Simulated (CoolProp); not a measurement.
Vapour-liquid equilibrium of propane (1) + c-C4F8 (RC318) (2) at 263.5 K; x and y are mole fractions of (1).

Computed with CoolProp (multi-fluid Helmholtz-energy mixture model, Lemmon 2009 and Platzer 1990; pair parameters Bell 2016). This equation is an older, rougher fit; its heat capacities, sound speeds and derivatives of the liquid may be far off and weren't checked against measurements.

```tsv
x	bubble pressure, mixture model (MPa)	bubble pressure, Raoult's law (MPa)	y, mixture model	y, Raoult's law
0.05	0.1312	0.09993	0.358	0.175
0.125	0.1875	0.1196	0.572	0.365
0.2	0.2310	0.1393	0.670	0.501
0.275	0.2631	0.1590	0.724	0.604
0.35	0.2860	0.1787	0.758	0.684
0.425	0.3021	0.1984	0.781	0.748
0.5	0.3136	0.2180	0.798	0.801
0.575	0.3225	0.2377	0.812	0.845
0.65	0.3299	0.2574	0.827	0.882
0.725	0.3367	0.2771	0.844	0.914
0.8	0.3430	0.2968	0.867	0.942
0.875	0.3483	0.3165	0.900	0.966
0.95	0.3508	0.3362	0.950	0.987
```

The largest gap from Raoult's law is +65.8 % in bubble pressure, at x = 0.2. No azeotrope shows between x = 0.05 and 0.95.

Pair parameters are fitted to limited data, so mixtures are less certain than the pure fluids. With so large a gap from Raoult's law the liquid may split in two, which this calculation doesn't test in full.
